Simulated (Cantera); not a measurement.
An adiabatic, constant-volume homogeneous reactor starts with 3.84 % CH4, 20.2 % O2, 76.0 % N2, at 1773 K and 100000 Pa.

Cantera simulation using GRI-Mech 3.0 (53 species, 325 reactions); the numbers are that mechanism's predictions, not measurements.

Problem. Predict: time of steepest temperature rise; temperature at 1.00 s; equilibrium temperature; x(O2) at 1.00 s; x(H2O) at 1.00 s; x(H2O2) at 1.00 s; x(O) at 1.00 s; x(CO) at 1.00 s.

Solution. 
- time of steepest temperature rise: 0.124 ms
- temperature at 1.00 s: 2571 K
- equilibrium temperature: 2571 K
- x(O2) at 1.00 s: 0.112 (gas-phase equilibrium 0.112)
- x(H2O) at 1.00 s: 0.0683 (gas-phase equilibrium 0.0683)
- x(H2O2) at 1.00 s: 2.26e-7 (gas-phase equilibrium 2.26e-7)
- x(O) at 1.00 s: 0.00566 (gas-phase equilibrium 0.00566)
- x(CO) at 1.00 s: 0.00442 (gas-phase equilibrium 0.00442)
